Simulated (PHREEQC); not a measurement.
A solution holds 1.32 mmol/kgw CuSO4, 1.4 mmol/kgw HBF4 and 1.3 mmol/kgw H3BO3, at 25 °C. Closed to the air; pH follows from the charge balance.

All values are PHREEQC results (ion-association model, wateq4f.dat), not measurements.

```
Item                       Result
----------------  ---------------
pH                           2.83
ionic strength    0.00618 mol/kgw
total alkalinity     -5.60 meq/kg
```

| species | molality | activity | log γ |
|---|---|---|---|
| H3BO3 | 0.00191 | 0.00192 | 0.001 |
| HF | 0.00181 | 0.00181 | 0.001 |
| H+ | 0.00158 | 0.00147 | -0.033 |
| Cu+2 | 0.00117 | 0.000852 | -0.139 |
| SO4-2 | 0.00107 | 0.000769 | -0.142 |
| F- | 0.000896 | 0.000823 | -0.037 |
| BF4- | 0.000580 | 0.000531 | -0.038 |
| CuSO4 | 0.000133 | 0.000134 | 0.001 |
| HSO4- | 0.000119 | 0.000110 | -0.036 |
| BF3OH- | 0.000118 | 0.000108 | -0.038 |
| BF2(OH)2- | 8.87e-5 | 8.14e-5 | -0.038 |
| CuF+ | 1.39e-5 | 1.28e-5 | -0.036 |
| H2F2 | 8.56e-6 | 8.57e-6 | 0.001 |
| HF2- | 6.23e-6 | 5.73e-6 | -0.037 |

No solid was allowed to form. Species that the database lacks are ignored. Real BF4- forms and hydrolyses slowly; the run takes it at equilibrium.
